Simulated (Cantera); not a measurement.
A Cantera script and what it prints.

```python
import numpy as np
import cantera as ct

gas_names = """
    CL CL2 H HCL H2 Si SiCL SiCL2 SiCL3 SiCL4 SiH SiHCL3 SiH2 SiH2CL2 SiH3 SiH3CL SiH4 Si2 Si3
""".split()
cond_names = """
    Si(cr) Si(L)
""".split()


def load(file, names, dense=False):
    # The tables refer to 1 bar. Condensed volumes are neglected.
    table = {s.name: s for s in ct.Species.list_from_file(file)}
    out = []
    for n in names:
        d = dict(table[n].input_data)
        d["thermo"] = dict(d["thermo"], **{"reference-pressure": 1e5})
        if dense:
            d["equation-of-state"] = {"model": "constant-volume", "density": "1e6 g/cm^3"}
        out.append(ct.Species.from_dict(d))
    return out


gas = ct.Solution(thermo="ideal-gas", species=load("nasa_gas.yaml", gas_names))
cond = {s.name: ct.Solution(thermo="fixed-stoichiometry", species=[s], name=s.name)
        for s in load("nasa_condensed.yaml", cond_names, dense=True)}
atoms = {
    'Si': {'Si': 1},
    'HCl': {'H': 1, 'CL': 1},
}
top_T = {}  # K; cautious upper limits of use, not melting points


def equilibrate(T, P, feed):
    n = {}
    for name, mol in feed.items():
        for a, k in atoms[name].items():
            n[a] = n.get(a, 0.0) + k * mol
    gas.TPX = T, P, n
    mass = sum(n.values()) * gas.mean_molecular_weight
    gas.equilibrate("TP")
    valid = [c for c in cond.values() if c.min_temp <= T <= top_T.get(c.name, c.max_temp)]
    mix = ct.Mixture([(gas, mass / gas.mean_molecular_weight)] + [(c, 0.0) for c in valid])
    mix.T, mix.P = T, P
    mix.equilibrate("TP", solver="vcs", rtol=1e-11, max_steps=5000)
    return mix


results = []
feed = {'Si': 1, 'HCl': 19}  # mol
T = 900  # K
P = 580  # Pa
mix = equilibrate(T, P, feed)
results.append((T, P, feed, dict(zip(mix.species_names, mix.species_moles))))
x = sorted(zip(gas.X, gas.species_names), reverse=True)
print(f"T = {T:g} K  P = {P:g} Pa  gas = {mix.phase_moles(0):.4g} mol")
print("   x: " + "  ".join(f"{s} {v:.3e}" for v, s in x if v > 1e-06))
print("   condensed (mol): " + ("  ".join(f"{mix.phase(i).name} {mix.phase_moles(i):.4g}"
      for i in range(1, mix.n_phases) if mix.phase_moles(i) > 1e-12) or "none"))
```

Output:

```
T = 900 K  P = 580 Pa  gas = 18 mol
   x: HCL 8.334e-01  H2 1.111e-01  SiCL4 5.553e-02  SiHCL3 2.103e-05  SiCL3 3.445e-06
   condensed (mol): none
```

Method: chemical equilibrium by Gibbs-energy minimisation in Cantera with the NASA 1993 tables (ideal gas, pure condensed phases).
